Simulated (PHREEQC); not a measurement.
Synthetic water in mg/L, 25 °C, pH 1.9, pe 10.9:

```csv
constituent,mg/L
Na,84.9
K,229
Ca,642
Mg,2.69
Cl,212
S(6) as SO4,5370
Cu(2),12.1
```

Valence states are taken as typed.

The numbers come from PHREEQC with the ion-association model, wateq4f.dat.

This is a speciation only: nothing precipitates in the calculation.

Q: What ionic strength, charge-balance error does the model give?

A: ionic strength 0.102 mol/kgw; charge-balance error -33.6 %.

Q: In which forms is Ca present?

A: Ca+2 52 %, CaSO4 44 %, CaHSO4+ 4.2 % of the Ca.

Examples of supersaturated solids here: Gypsum. Others may be too.
